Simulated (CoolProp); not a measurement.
The fluid at 298.15 K and 0.178 MPa is compressed adiabatically to 1.35 MPa with isentropic efficiency 0.85. The same conditions are run with several fluids, on thermodynamics alone (safety and materials aside).

Values from CoolProp's reference Helmholtz-energy equation of state of each fluid (R134a: Tillner-Roth 1994; hydrogen sulfide: Lemmon 2006; C2F6 (R116): Lemmon 2006; ethane: Bücker 2006; vinyl chloride: Thol 2022).

| fluid | work (kJ/kg) | final temperature (K) | final density (kg/m³) |
|---|---|---|---|
| R134a | 59.4 | (withheld) | (withheld) |
| hydrogen sulfide | 220 | 512.5 | 11.0 |
| C2F6 (R116) | 44.5 | 358.8 | 67.5 |
| ethane | 224 | (withheld) | 12.1 |
| vinyl chloride | 104 | 418.0 | 26.6 |

Q: Complete the blanks.

A: 
- R134a, final temperature (K): 376.3
- R134a, final density (kg/m³): 50.3
- ethane, final temperature (K): 416.0
